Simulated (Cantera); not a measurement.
Input: 1 mol PbO, 1.4 mol CO, 6.2 mol C, held at 1473.15 K and 0.720 bar.

Equilibrium computed with Cantera from the NASA thermochemical tables; the gas is ideal and each condensed phase is pure. Candidate condensed phases: C, Pb, PbO, PbO2, Pb3O4; 15 gas species. Equilibrium is a limit: real reactors are often held back by kinetics, nucleation or transport.

Base state: CO 0.973, Pb 0.0262, CO2 0.000576 (mole fractions); condensed: C(graphite) + Pb(l).

### Question
What changes in the equilibrium state with this change: PbO replaced by Cu2O?

### Answer
```csv
species,before,after
CO,0.973,0.999
CO2,0.000576,0.000608
Pb,0.0262,0
"C(graphite), mol",5.20,5.20
"Pb(l), mol",0.935,0
"Cu(l), mol",0,2.00
```
Further candidate phases: Cu, CuO, Cu2O.

### Question
What changes in the equilibrium state with this change: PbO replaced by TiO2?

### Answer
```csv
species,before,after
CO,0.973,0.999
CO2,0.000576,0.000608
Pb,0.0262,0
"C(graphite), mol",5.20,5.87
"Pb(l), mol",0.935,0
"Ti3O5(s), mol",0,0.333
```
Further candidate phases: Ti, TiC, TiO, TiO2, Ti2O3, Ti3O5, Ti4O7.
